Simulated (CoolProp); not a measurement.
Vapour-liquid equilibrium of ethanol (1) + n-octane (2) at 1.27 bar; x and y are mole fractions of (1).

Model: multi-fluid Helmholtz-energy mixture model, Schroeder 2014 and Beckmüller 2019; pair parameters Bell 2016, in CoolProp.

```tsv
x	bubble temperature, mixture model (K)	bubble temperature, Raoult's law (K)	y, mixture model	y, Raoult's law
0.05	380.9	400.4	0.534	0.208
0.125	366.4	392.6	0.720	0.414
0.2	361.2	386.6	0.773	0.550
0.275	359.3	381.8	0.793	0.648
0.35	358.5	377.8	0.801	0.722
0.425	358.2	374.3	0.804	0.780
0.5	358.1	371.3	0.806	0.827
0.575	358.0	368.6	0.809	0.865
0.65	357.7	366.2	0.815	0.898
0.725	357.4	364.0	0.826	0.925
0.8	357.1	362.0	0.847	0.949
0.875	356.9	360.2	0.882	0.970
0.95	357.0	358.5	0.941	0.989
```

The largest gap from Raoult's law is -26.2 K in bubble temperature, at x = 0.125. y crosses x between x = 0.875 and 0.95: the model has an azeotrope there.

The pair parameters rest on a limited set of measurements; away from them the model extrapolates. With so large a gap from Raoult's law the liquid may split in two, which this calculation doesn't test in full.
